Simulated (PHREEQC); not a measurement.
Make-up at 25 °C: 0.63 mol/kgw H3PO4 and 2.2e-05 mol/kgw Na2B4O7. Closed to the air; pH follows from the charge balance.

Model: ion-association model, phreeqc.dat, run in PHREEQC.

No solid was allowed to form.

What pH, specific conductance, density does the model give?

pH 1.20; specific conductance 24400 µS/cm; density 1.029 g/cm³.

In which forms is P present?

H3PO4 88 %, H2PO4- 12 % of the P.
